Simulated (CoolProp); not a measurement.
Saturated liquid density (kg/m³) of C3F8 (R218): the reference equation beside estimates from Tc = 71.9 °C, pc = 2.640 MPa, ω = 0.317.

The numbers come from the reference Helmholtz-energy equation of state, Lemmon 2006 in CoolProp. It is a short technical equation, of lower accuracy than the large ones.

```json
[
 {"T (°C)": "-105.85", "reference": "1861", "van der Waals": "1144", "Soave-Redlich-Kwong": "1745", "Peng-Robinson": "1961"},
 {"T (°C)": "-100.25", "reference": "1842", "van der Waals": "1134", "Soave-Redlich-Kwong": "1731", "Peng-Robinson": "1947"},
 {"T (°C)": "-94.65", "reference": "1822", "van der Waals": "1123", "Soave-Redlich-Kwong": "1716", "Peng-Robinson": "1931"},
 {"T (°C)": "-89.05", "reference": "1803", "van der Waals": "1113", "Soave-Redlich-Kwong": "1701", "Peng-Robinson": "1915"},
 {"T (°C)": "-83.45", "reference": "1783", "van der Waals": "1102", "Soave-Redlich-Kwong": "1685", "Peng-Robinson": "1898"},
 {"T (°C)": "-77.85", "reference": "1763", "van der Waals": "1091", "Soave-Redlich-Kwong": "1669", "Peng-Robinson": "1881"},
 {"T (°C)": "-72.25", "reference": "1743", "van der Waals": "1079", "Soave-Redlich-Kwong": "1652", "Peng-Robinson": "1863"},
 {"T (°C)": "-66.65", "reference": "1723", "van der Waals": "1068", "Soave-Redlich-Kwong": "1634", "Peng-Robinson": "1844"},
 {"T (°C)": "-60.95", "reference": "1703", "van der Waals": "1056", "Soave-Redlich-Kwong": "1616", "Peng-Robinson": "1824"},
 {"T (°C)": "-55.35", "reference": "1682", "van der Waals": "1043", "Soave-Redlich-Kwong": "1596", "Peng-Robinson": "1803"},
 {"T (°C)": "-49.75", "reference": "1661", "van der Waals": "1031", "Soave-Redlich-Kwong": "1576", "Peng-Robinson": "1781"},
 {"T (°C)": "-44.15", "reference": "1640", "van der Waals": "1018", "Soave-Redlich-Kwong": "1556", "Peng-Robinson": "1759"},
 {"T (°C)": "-38.55", "reference": "1618", "van der Waals": "1005", "Soave-Redlich-Kwong": "1534", "Peng-Robinson": "1735"},
 {"T (°C)": "-32.95", "reference": "1596", "van der Waals": "991.0", "Soave-Redlich-Kwong": "1511", "Peng-Robinson": "1711"},
 {"T (°C)": "-27.35", "reference": "1574", "van der Waals": "976.9", "Soave-Redlich-Kwong": "1488", "Peng-Robinson": "1685"}
]
```

Absolute difference from the reference over all 15 rows, mean and median: van der Waals 38.1 and 38.0 %, Soave-Redlich-Kwong 5.4 and 5.3 %, Peng-Robinson 6.7 and 7.0 %.
